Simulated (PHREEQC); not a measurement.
Consider water at 25 °C with 0.37 mol/kgw H2SO4, 0.0053 mol/kgw MnSO4 and 0.22 mol/kgw Na2SO4. Closed to the air; pH follows from the charge balance.

Computed with PHREEQC (ion-association model, wateq4f.dat).

Precipitation was switched off in this run.

Problem. Order these S species by the share of S that they hold, largest first: HSO4-, NaSO4-, MnSO4, SO4-2.

Solution. HSO4- (79 %), SO4-2 (15 %), NaSO4- (5.6 %), MnSO4 (0.30 %)

The pH is 0.69 and the ionic strength 0.776 mol/kgw. Ionic strength above about 0.7 mol/kgw puts this run outside the model's range.
